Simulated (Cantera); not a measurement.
An adiabatic, constant-pressure homogeneous reactor starts with 4.91 % CH4, 20.0 % O2, 75.1 % N2, at 1425 K and 233 Torr.

Cantera simulation using GRI-Mech 3.0 (53 species, 325 reactions); the numbers are that mechanism's predictions, not measurements.

x: mole fraction; the columns are a selection and need not sum to one.

```csv
t (s),T (K),x CH4,x O2,x O,x NO2,x C2H4
7.00e-6,1425,0.0491,0.200,___,<1e-12,<1e-12
1.74e-5,1425,0.0491,0.200,___,<1e-12,<1e-12
4.33e-5,1425,0.0491,0.200,___,<1e-12,1.07e-12
0.000108,1425,0.0491,0.200,___,<1e-12,2.22e-11
0.000267,1425,0.0491,0.200,___,<1e-12,4.88e-10
0.000665,1425,0.0491,0.200,___,<1e-12,1.52e-8
0.00165,1425,0.0489,0.200,___,<1e-12,1.01e-6
0.00411,1442,0.0454,0.198,___,<1e-12,0.000195
0.0102,2333,<1e-12,0.0997,___,2.00e-7,<1e-12
0.0254,2340,<1e-12,0.0992,0.00355,7.43e-7,<1e-12
0.0632,2336,<1e-12,0.0979,0.00345,1.83e-6,<1e-12
0.157,2330,<1e-12,0.0960,0.00330,3.39e-6,<1e-12
0.390,2326,<1e-12,0.0950,0.00322,4.29e-6,<1e-12
0.971,2326,<1e-12,0.0949,0.00321,4.37e-6,<1e-12
2.41,2326,<1e-12,0.0949,0.00321,4.37e-6,<1e-12
6.00,2326,<1e-12,0.0949,0.00321,4.37e-6,<1e-12
```

Fill in the missing entries.


- 7.00e-6, x O: 1.17e-9
- 1.74e-5, x O: 1.63e-9
- 4.33e-5, x O: 2.05e-9
- 0.000108, x O: 3.15e-9
- 0.000267, x O: 6.68e-9
- 0.000665, x O: 2.18e-8
- 0.00165, x O: 1.26e-7
- 0.00411, x O: 3.29e-6
- 0.0102, x O: 0.00399
